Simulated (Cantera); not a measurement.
What does this Cantera script print?

```python
import numpy as np
import cantera as ct

gas_names = """
    Cr CrN CrO CrO2 CrO3 H HNO HNO2 HNO3 HO2 H2 H2O H2O2 N NH NH2 NH3 NH2OH NO NO2 NO3 N2 N2H2 N2H4 N2O
    O OH O2 O3
""".split()
cond_names = """
    Cr(cr) Cr(L) CrN(s) Cr2N(s) Cr2O3(s) Cr2O3(L) H2O(s) H2O(L)
""".split()


# ... load() reads the species with a 1 bar reference pressure and builds the phases ...
atoms = {
    'Cr': {'Cr': 1},
    'N2O': {'N': 2, 'O': 1},
    'H2': {'H': 2},
}
top_T = {'CrN(s)': 1900, 'Cr2N(s)': 1900}  # K; cautious upper limits of use, not melting points


# ... equilibrate(T, P, feed) seeds the gas with the atoms and calls Mixture.equilibrate('TP', solver="vcs", rtol=1e-11, max_steps=5000) ...
results = []
feed = {'Cr': 1, 'N2O': 0.99, 'H2': 95}  # mol
T = 1050  # K
for P in [0.1, 0.75, 5.6, 42, 320, 2400, 18000, 130000, 1000000]:
    mix = equilibrate(T, P, feed)
    results.append((T, P, feed, dict(zip(mix.species_names, mix.species_moles))))
    x = sorted(zip(gas.X, gas.species_names), reverse=True)
    print(f"T = {T:g} K  P = {P:g} Pa  gas = {mix.phase_moles(0):.4g} mol")
    print("   x: " + "  ".join(f"{s} {v:.3e}" for v, s in x if v > 1e-05))
    print("   condensed (mol): " + ("  ".join(f"{mix.phase(i).name} {mix.phase_moles(i):.4g}"
          for i in range(1, mix.n_phases) if mix.phase_moles(i) > 1e-12) or "none"))
```

Result:

```
T = 1050 K  P = 0.1 Pa  gas = 95.99 mol
   x: H2 9.897e-01  N2 1.031e-02  H2O 1.683e-05
   condensed (mol): Cr(cr) 0.341  Cr2O3(s) 0.3295
T = 1050 K  P = 0.75 Pa  gas = 95.99 mol
   x: H2 9.897e-01  N2 1.031e-02  H2O 1.683e-05
   condensed (mol): Cr(cr) 0.3411  Cr2O3(s) 0.3295
T = 1050 K  P = 5.6 Pa  gas = 95.99 mol
   x: H2 9.897e-01  N2 1.031e-02  H2O 1.683e-05
   condensed (mol): Cr(cr) 0.3411  Cr2O3(s) 0.3295
T = 1050 K  P = 42 Pa  gas = 95.99 mol
   x: H2 9.897e-01  N2 1.031e-02  H2O 1.683e-05
   condensed (mol): Cr(cr) 0.3411  Cr2O3(s) 0.3295
T = 1050 K  P = 320 Pa  gas = 95.9 mol
   x: H2 9.905e-01  N2 9.433e-03  H2O 1.868e-05
   condensed (mol): Cr2N(s) 0.1706  Cr2O3(s) 0.3294
T = 1050 K  P = 2400 Pa  gas = 95.9 mol
   x: H2 9.905e-01  N2 9.432e-03  H2O 2.613e-05
   condensed (mol): Cr2N(s) 0.1708  Cr2O3(s) 0.3292
T = 1050 K  P = 18000 Pa  gas = 95.9 mol
   x: H2 9.905e-01  N2 9.427e-03  H2O 3.655e-05
   condensed (mol): Cr2N(s) 0.1712  Cr2O3(s) 0.3288
T = 1050 K  P = 130000 Pa  gas = 95.81 mol
   x: H2 9.914e-01  N2 8.514e-03  H2O 5.907e-05  NH3 5.023e-05
   condensed (mol): CrN(s) 0.3438  Cr2O3(s) 0.3281
T = 1050 K  P = 1e+06 Pa  gas = 95.78 mol
   x: H2 9.912e-01  N2 8.332e-03  NH3 3.821e-04  H2O 1.157e-04
   condensed (mol): CrN(s) 0.3474  Cr2O3(s) 0.3263
```

Cantera equilibrium calculation (NASA polynomials, part measured and part estimated; ideal gas, pure solids and liquids). Mutual solubility and eutectic melting of coexisting phases are not modelled.
